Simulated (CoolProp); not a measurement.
The numbers come from the reference Helmholtz-energy equation of state, Lemmon 2006 in CoolProp. It is a short technical equation, of lower accuracy than the large ones.

**Question.** For n-decane, give the phase and the density (kg/m³), fugacity coefficient at 324.2 K and 1.77 bar; 324.2 K and 17.7 bar.

**Answer.** 
- 324.2 K and 1.77 bar: liquid; density 706, fugacity coefficient 0.00534
- 324.2 K and 17.7 bar: liquid; density 708, fugacity coefficient 0.000601
